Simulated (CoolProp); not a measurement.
A closed Brayton cycle with carbon dioxide: compressor inlet 332.15 K and 7.9 MPa, high pressure 19.7 MPa, turbine inlet 735 K, compressor efficiency 0.8, turbine efficiency 0.85, recuperator effectiveness 0.95 (on enthalpy, no pinch check). Each further row changes one setting.

The numbers come from the reference Helmholtz-energy equation of state, Span 1996 in CoolProp.

```
case                           thermal efficiency (%)  net work (kJ/kg)  compressor to turbine work  compressor exit (K)  turbine exit (K)
-----------------------------  ----------------------  ----------------  --------------------------  -------------------  ----------------
as stated                                        25.8              44.7                        0.55                415.9             638.1
turbine inlet 685 K                        (withheld)              36.7                        0.60                415.9             591.6
compressor inlet 342.15 K                        23.8              39.5                        0.60                430.0             638.1
high pressure 16.7 MPa                           26.0              39.3                        0.53           (withheld)        (withheld)
recuperator effectiveness 0.5                    15.6              44.7                        0.55                415.9             638.1
```

**Question.** Some entries are withheld; supply them.

**Answer.** 
- turbine inlet 685 K, thermal efficiency (%): 22.5
- high pressure 16.7 MPa, compressor exit (K): 400.1
- high pressure 16.7 MPa, turbine exit (K): 655.3
